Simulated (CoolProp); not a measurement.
Vapour-liquid equilibrium of R143a (1) + R152A (2) at 207.2 K; x and y are mole fractions of (1).

Values from CoolProp's multi-fluid Helmholtz-energy mixture model, Lemmon and Jacobsen 2000 and Outcalt 1996; pair parameters Bell 2016.

| x | bubble pressure (MPa) | y at the bubble point | dew pressure at overall composition x (MPa) | liquid density (mol/L) |
|---|---|---|---|---|
| 0.05 | 0.01219 | [?] | 0.01057 | 16.46 |
| 0.2 | 0.01752 | [?] | [?] | [?] |
| 0.35 | 0.02198 | 0.683 | 0.01413 | 15.79 |
| 0.5 | 0.02593 | [?] | 0.01691 | 15.47 |
| 0.65 | 0.02961 | 0.860 | 0.02087 | 15.16 |
| 0.8 | 0.03319 | [?] | 0.02665 | 14.86 |
| 0.95 | 0.03680 | 0.981 | [?] | 14.57 |

**Question.** Some entries are withheld; supply them.

**Answer.** 
- 0.05, y at the bubble point: 0.208
- 0.2, y at the bubble point: 0.527
- 0.2, dew pressure at overall composition x (MPa): 0.01210
- 0.2, liquid density (mol/L): 16.12
- 0.5, y at the bubble point: 0.784
- 0.8, y at the bubble point: 0.924
- 0.95, dew pressure at overall composition x (MPa): 0.03480

No azeotrope shows between x = 0.05 and 0.95.

Pair parameters are fitted to limited data, so mixtures are less certain than the pure fluids.
